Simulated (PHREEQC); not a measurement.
Dissolve 95 mmol/kgw Sr(NO3)2 at 20 °C. Closed to the air; pH follows from the charge balance.

The numbers come from PHREEQC with the ion-association model, phreeqc.dat.

```json
[
 {"quantity": "pH", "before": "7.01", "after": "6.42"},
 {"quantity": "ionic strength (mol/kgw)", "before": "0.285", "after": "0.285"}
]
```

Q: Which change was made?
A. Sr(NO3)2 replaced by Pb(NO3)2 at the same molality
B. Sr(NO3)2 replaced by NaNO3 at the same molality
C. temperature from 20 to 65 °C

A: C, temperature from 20 to 65 °C

Precipitation was switched off in this run. At this temperature some constants are extrapolated from 25 °C, and those without enthalpy data are left unchanged.
